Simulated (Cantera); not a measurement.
What does this Cantera script print?

```python
import numpy as np
import cantera as ct

gas = ct.Solution("gri30.yaml")
gas.TPX = 650, 12000, {'CH4': 1, 'H2': 0.12, 'O2': 2.26, 'N2': 8.51, 'H2O': 2.8}
flame = ct.FreeFlame(gas, width=0.18)
flame.set_refine_criteria(ratio=3, slope=0.08, curve=0.16)
flame.transport_model = "mixture-averaged"
flame.solve(loglevel=0, auto=True)
z, T = flame.grid, flame.T
thick = (T[-1] - T[0]) / np.gradient(T, z).max()
show = ['CH4', 'H2', 'O2', 'C2H', 'CO2', 'O']
print(f"laminar burning velocity  {flame.velocity[0] * 100:.3f} cm/s")
print(f"burnt temperature         {T[-1]:.1f} K")
print(f"thermal thickness         {thick * 1e3:.4f} mm")
print(f"grid points               {len(z)}")
z0 = z[flame.heat_release_rate.argmax()]
print(f"{'z/mm':>9s}{'T/K':>9s}{'u/(m/s)':>9s}" + "".join(f"{s:>11s}" for s in show))
rows = []
for k in (-3, -2, -1.5, -1, -0.5, -0.25, 0, 0.25, 0.5, 1, 2, 4, 8):
    zz = z0 + k * thick
    rows.append([k * thick, np.interp(zz, z, T), np.interp(zz, z, flame.velocity),
                 *(np.interp(zz, z, flame.X[gas.species_index(s)]) for s in show)])
    print(f"{rows[-1][0] * 1e3:9.3f}{rows[-1][1]:9.1f}{rows[-1][2]:9.3f}" + "".join(f"{x:11.3e}" for x in rows[-1][3:]))
```

Result:

```
laminar burning velocity  144.391 cm/s
burnt temperature         2034.8 K
thermal thickness         3.0636 mm
grid points               151
     z/mm      T/K  u/(m/s)        CH4         H2         O2        C2H        CO2          O
   -9.191    650.1    1.445  6.803e-02  8.704e-03  1.538e-01  1.085e-24  2.945e-08  5.813e-11
   -6.127    650.6    1.448  6.791e-02  9.793e-03  1.536e-01  1.235e-21  5.069e-07  3.225e-09
   -4.595    653.1    1.455  6.765e-02  1.125e-02  1.532e-01  1.582e-19  3.702e-06  3.579e-08
   -3.064    678.1    1.516  6.592e-02  1.454e-02  1.513e-01  1.637e-16  7.181e-05  6.433e-07
   -1.532    904.7    2.045  5.178e-02  2.127e-02  1.343e-01  1.583e-12  1.738e-03  2.066e-05
   -0.766   1205.9    2.752  3.065e-02  2.525e-02  1.057e-01  5.259e-10  6.203e-03  1.438e-04
    0.000   1513.4    3.481  8.070e-03  2.571e-02  6.703e-02  2.765e-08  1.563e-02  9.361e-04
    0.766   1638.4    3.771  6.965e-04  2.130e-02  4.314e-02  2.237e-08  2.760e-02  2.874e-03
    1.532   1669.1    3.830  3.220e-05  1.890e-02  3.471e-02  1.343e-09  3.740e-02  3.907e-03
    3.064   1699.9    3.882  1.112e-07  1.870e-02  3.024e-02  3.011e-12  4.766e-02  4.125e-03
    6.127   1740.0    3.956  2.138e-11  1.831e-02  2.783e-02  3.330e-16  5.318e-02  3.789e-03
   12.254   1792.7    4.061  3.009e-17  1.641e-02  2.577e-02  1.460e-22  5.504e-02  3.125e-03
   24.509   1855.3    4.184  5.473e-18  1.352e-02  2.337e-02  3.924e-26  5.669e-02  2.307e-03
```

Detailed kinetics in Cantera: GRI-Mech 3.0 (53 species, 325 reactions). Burning velocities carry a grid error of a few per cent, more on coarse grids.
